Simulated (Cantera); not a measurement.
Input: 1 mol CO, 0.14 mol NH₃, 1.7 mol N₂, equilibrated at 2252 °C and 6.60 bar.

Method: chemical equilibrium by Gibbs-energy minimisation in Cantera with the NASA 1993 tables (ideal gas, pure condensed phases). Candidate condensed phases: C, C₆H₆, C₇H₈, C₈H₁₈, H₂O; 136 gas species. Kinetics and transport are ignored.

Base state: N₂ 0.593, CO 0.335, H₂ 0.0686, H 0.00286, HCN 0.000289, H₂O 0.000182, CO₂ 0.000142, HNC 3.49e-5 (mole fractions); condensed: gas only.

What changes in the equilibrium state with this change: temperature from 2252 °C to 1400 °C?


```tsv
species	before	after
N₂	0.593	0.594
CO	0.335	0.335
H₂	0.0686	0.0701
H	0.00286	1.18e-5
CH₄	8.53e-8	2.16e-5
HNC	3.49e-5	9.87e-6
CO₂	0.000142	0.000229
```
